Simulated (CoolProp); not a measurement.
C3F8 (R218) along the isobar 3.15 MPa: Z from the reference equation and from simpler models built on Tc = 71.9 °C, pc = 2.640 MPa, ω = 0.317; each cubic takes its own stable root.

Model: reference Helmholtz-energy equation of state, Lemmon 2006, in CoolProp. It is a short technical equation, of lower accuracy than the large ones.

```csv
T (°C),phase,reference,van der Waals,Soave-Redlich-Kwong
29.25,liquid,0.1764,0.2708,0.1912
46.95,liquid,0.1815,0.2760,0.2022
64.65,liquid,0.1973,0.2921,0.2303
82.45,supercritical,0.3765,0.3518,0.4111
100.15,supercritical,0.5990,0.5568,0.6190
117.95,supercritical,0.6963,0.6520,0.7124
135.65,supercritical,0.7592,0.7108,0.7739
153.45,supercritical,0.8053,0.7537,0.8194
```
